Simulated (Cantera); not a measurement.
Feed: 1 mol PbO, 5.5 mol CO, 1.3 mol N2, held at 0.000430 bar.

Cantera equilibrium calculation (NASA polynomials, part measured and part estimated; ideal gas, pure solids and liquids). Candidate condensed phases: C, Pb, PbO, PbO2, Pb3O4; 27 gas species. Rates play no part.

Problem. Which condensed phases are stable at each of these points (T (K)): 748, 798, 848, 898, 948, 998, 1048, 1098, 1148?

Solution. 
```csv
T (K),condensed phases,Pb condensed (%)
748,Pb(l),100.0
798,Pb(l),99.9
848,Pb(l),99.5
898,Pb(l),97.9
948,Pb(l),92.3
998,Pb(l),74.6
1048,Pb(l),21.1
1098,gas only,0.0
1148,gas only,0.0
```

From 748 K to 1048 K the condensed part is Pb(l). From 1098 K to 1148 K nothing is condensed.
